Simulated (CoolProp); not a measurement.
Vapour-liquid equilibrium of benzene (1) + n-decane (2) at 166.95 °C; x and y are mole fractions of (1).

Computed with CoolProp (multi-fluid Helmholtz-energy mixture model, Thol 2012 and Lemmon 2006; pair parameters Bell 2016).

| x | bubble pressure (kPa) | y at the bubble point | dew pressure at overall composition x (kPa) | liquid density (mol/L) |
|---|---|---|---|---|
| 0.05 | 116.7 | 0.301 | 88.25 | 4.414 |
| 0.2 | 221.2 | 0.674 | 103.3 | 4.825 |
| 0.35 | 328.7 | 0.812 | 124.4 | 5.307 |
| 0.5 | 435.6 | 0.884 | 156.2 | 5.881 |
| 0.65 | 542.5 | 0.930 | 209.2 | 6.582 |
| 0.8 | 652.9 | 0.964 | 315.5 | 7.458 |
| 0.95 | 770.0 | 0.992 | 603.9 | 8.591 |

No azeotrope shows between x = 0.05 and 0.95.

Pair parameters are fitted to limited data, so mixtures are less certain than the pure fluids.
